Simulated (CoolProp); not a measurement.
Saturation properties of chlorine.

The numbers come from the reference Helmholtz-energy equation of state, Thol 2021 in CoolProp.

| T (K) | p (MPa) | liquid density (kg/m³) | vapour density (kg/m³) | enthalpy of vaporisation (kJ/kg) |
|---|---|---|---|---|
| 205.5 | 0.01739 | 1655 | 0.7267 | 305.2 |
| 219.7 | 0.03937 | 1617 | 1.549 | 297.7 |
| 233.9 | 0.07976 | 1578 | 2.975 | 289.9 |
| 248.1 | 0.1476 | 1539 | 5.256 | 281.8 |
| 262.2 | 0.2528 | 1499 | 8.658 | 273.2 |
| 276.4 | 0.4090 | 1458 | 13.56 | 263.9 |
| 290.6 | 0.6285 | 1416 | 20.34 | 253.7 |
| 304.8 | 0.9252 | 1372 | 29.43 | 242.6 |
| 319 | 1.313 | 1325 | 41.40 | 230.3 |
| 333.1 | 1.802 | 1276 | 56.83 | 216.7 |

It boils at 239.2 K under 1 atm.
